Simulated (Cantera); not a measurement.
An isothermal, constant-pressure homogeneous reactor starts with C2H6 : N2 = 1 : 92 (molar parts), at 1898 K and 2670 Pa. Integrator tolerance rtol = 1e-08.

Computed with Cantera and GRI-Mech 3.0 (53 species, 325 reactions). GRI-Mech 3.0 stops at C3 and has no aromatics, soot or wall deposition, so with more carbon than oxygen in the feed, carbon stays in small species such as C2H2 where larger ones or solid carbon would form. Radical loss at walls, strong at low pressure, is not modelled.

Task: What does this change do: N2 92 to 140 parts?

Result: 
```json
[
 {"quantity": "x(C2H6) at 20.0 s", "before": "<1e-12 (gas-phase equilibrium <1e-12)", "after": "<1e-12 (gas-phase equilibrium <1e-12)"},
 {"quantity": "x(CH3) at 20.0 s", "before": "2.72e-8 (gas-phase equilibrium 4.64e-8)", "after": "1.41e-8 (gas-phase equilibrium 2.08e-8)"},
 {"quantity": "x(C2H2) at 20.0 s", "before": "0.0104 (gas-phase equilibrium 0.000908)", "after": "0.00687 (gas-phase equilibrium 0.000418)"},
 {"quantity": "x(HCN) at 20.0 s", "before": "0.000226 (gas-phase equilibrium 0.0192)", "after": "0.000228 (gas-phase equilibrium 0.0131)"},
 {"quantity": "x(H2) at 20.0 s", "before": "0.0207 (gas-phase equilibrium 0.0207)", "after": "0.0137 (gas-phase equilibrium 0.0137)"}
]
```

Task: What does this change do: 1.2 parts H2O added?

Result: 
```csv
quantity,before,after
x(C2H6) at 20.0 s,<1e-12 (gas-phase equilibrium <1e-12),<1e-12 (gas-phase equilibrium <1e-12)
x(CH3) at 20.0 s,2.72e-8 (gas-phase equilibrium 4.64e-8),1.65e-7 (gas-phase equilibrium 3.58e-8)
x(C2H2) at 20.0 s,0.0104 (gas-phase equilibrium 0.000908),0.00359 (gas-phase equilibrium 0.000156)
x(HCN) at 20.0 s,0.000226 (gas-phase equilibrium 0.0192),0.00103 (gas-phase equilibrium 0.00789)
x(H2) at 20.0 s,0.0207 (gas-phase equilibrium 0.0207),0.0385 (gas-phase equilibrium 0.0385)
```
